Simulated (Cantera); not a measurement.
Input (Python, Cantera) and output of one run.

```python
import numpy as np
import cantera as ct

gas_names = """
    N NO NO2 NO3 N2 N2O O O2 O3 V VN VO VO2
""".split()
cond_names = """
    V(cr) V(L) VN(s) VO(s) VO(L) V2O3(s) V2O3(L) V2O4(I) V2O4(II) V2O4(L) V2O5(s) V2O5(L)
""".split()


# ... load() reads the species with a 1 bar reference pressure and builds the phases ...
atoms = {
    'V': {'V': 1},
    'N2O': {'N': 2, 'O': 1},
}
top_T = {'VN(s)': 2300}  # K; cautious upper limits of use, not melting points


# ... equilibrate(T, P, feed) seeds the gas with the atoms and calls Mixture.equilibrate('TP', solver="vcs", rtol=1e-11, max_steps=5000) ...
results = []
feed = {'V': 1, 'N2O': 2.1}  # mol
T = 1348  # K
P = 120000  # Pa
mix = equilibrate(T, P, feed)
results.append((T, P, feed, dict(zip(mix.species_names, mix.species_moles))))
print(gas.report(threshold=0.0001))
for i in range(1, mix.n_phases):
    print(f"{mix.phase(i).name:16s} {mix.phase_moles(i):12.5e} mol")
```

Result:

```
       temperature   1348 K
          pressure   1.2e+05 Pa
           density   0.30031 kg/m^3
  mean mol. weight   28.048 kg/kmol
   phase of matter   gas

                          1 kg             1 kmol
                     ---------------   ---------------
          enthalpy        1.1819e+06        3.3151e+07  J
   internal energy        7.8234e+05        2.1943e+07  J
           entropy            8457.2        2.3721e+05  J/K
    Gibbs function       -1.0218e+07       -2.8661e+08  J
 heat capacity c_p            1221.2             34252  J/K
 heat capacity c_v            924.76             25938  J/K

                      mass frac. Y      mole frac. X     chem. pot. / RT
                     ---------------   ---------------   ---------------
                NO        0.00012957        0.00012112           -28.769
                N2           0.99011           0.99133           -25.516
                O2         0.0097575         0.0085531           -32.021
     [  +10 minor]        4.3455e-07        2.8675e-07

V(cr)             0.00000e+00 mol
VN(s)             0.00000e+00 mol
VO(s)             0.00000e+00 mol
V2O3(s)           0.00000e+00 mol
V2O4(II)          4.36493e-01 mol
V2O5(L)           6.35073e-02 mol
```

Cantera equilibrium calculation (NASA polynomials, part measured and part estimated; ideal gas, pure solids and liquids). Mutual solubility and eutectic melting of coexisting phases are not modelled. Condensed phases not in the tables: the oxides between V2O3 and V2O5 other than VO2. Gases not in the tables: V4O10.
